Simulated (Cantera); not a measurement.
A closed system holds: 1 mol SiC, 0.032 mol N₂O, 28 mol N₂, held at 1850 K and 2.50 bar.

Method: chemical equilibrium by Gibbs-energy minimisation in Cantera with the NASA 1993 tables (ideal gas, pure condensed phases). Candidate condensed phases: C, Si, SiC, SiO₂, Si₂N₂O, Si₃N₄; 34 gas species. Mutual solubility and eutectic melting of coexisting phases are not modelled. Equilibrium is a limit: real reactors are often held back by kinetics, nucleation or transport.

Base state: N₂ 0.999, CO 0.00113, SiO 1.23e-5 (mole fractions); condensed: SiC(s) + Si₃N₄(s).

Question: What changes in the equilibrium state with this change: SiC replaced by Si?

Answer: 
```tsv
species	before	after
N₂	0.999	1.000
SiO	1.23e-5	5.60e-5
CO	0.00113	0
SiC(s), mol	0.968	0
Si₃N₄(s), mol	0.0104	0.313
Si₂N₂O(s), mol	0	0.0305
```
